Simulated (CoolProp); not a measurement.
The numbers come from the reference Helmholtz-energy equation of state, Lemmon 2006 in CoolProp. It is a short technical equation, of lower accuracy than the large ones.

### Question
For CH3F (R41), give the phase and the speed of sound (m/s), Joule-Thomson coefficient (K/MPa) at 214.3 K and 31.6 MPa; 248.4 K and 0.128 MPa; 222.5 K and 14.7 MPa.

### Answer
- 214.3 K and 31.6 MPa: liquid; speed of sound 1170, Joule-Thomson coefficient -0.328
- 248.4 K and 0.128 MPa: gas; speed of sound 278, Joule-Thomson coefficient 31.8
- 222.5 K and 14.7 MPa: liquid; speed of sound 1030, Joule-Thomson coefficient -0.269
